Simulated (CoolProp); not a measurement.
A Linde-Hampson liquefier for carbon monoxide: isothermal reversible compression at 200 K from 1 atm to 20 MPa, throttling to 1 atm, return gas leaving the recuperator 5 K below the feed. Each further row changes one setting.

Model: reference Helmholtz-energy equation of state, Lemmon 2006, in CoolProp. It is a short technical equation, of lower accuracy than the large ones.

| case | liquid yield per pass | compression work (kJ/kg of gas) |
|---|---|---|
| as stated | 0.246 | 293 |
| high pressure 40 MPa | 0.268 | 335 |
| warm-end temperature 230 K | 0.168 | 348 |
| warm-end gap 10 K | 0.234 | 293 |
